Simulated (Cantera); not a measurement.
A closed system holds: 1 mol C6H6, 5.1 mol CO2, 2.4 mol N2, 0.77 mol NH3, equilibrated at 1.33 mbar.

Cantera equilibrium calculation (NASA polynomials, part measured and part estimated; ideal gas, pure solids and liquids). Candidate condensed phases: C, C6H6, C7H8, C8H18, H2O; 136 gas species. Kinetics and transport are ignored. All values below are at 1525 °C.

Base state: CO 0.594, H2 0.239, N2 0.161, H 0.00471, HCN 0.00119, HNC 4.51e-5, C2H2 (acetylene) 4.12e-5 (mole fractions); condensed: C(graphite).

Q: What changes in the equilibrium state with this change: pressure from 1.33 mbar to 12.0 bar?

A: 
| species | before | after |
|---|---|---|
| CO | 0.594 | 0.595 |
| H2 | 0.239 | 0.240 |
| N2 | 0.161 | 0.162 |
| H | 0.00471 | 4.98e-5 |
| CH4 | 5.89e-8 | 0.000537 |
| NH3 | 1.83e-9 | 1.67e-5 |
| H2O | 5.44e-8 | 0.000494 |
| CO2 | 3.55e-8 | 0.000321 |
| C2H2 (acetylene) | 4.12e-5 | 4.15e-5 |
| C(graphite), mol | 0.877 | 0.882 |
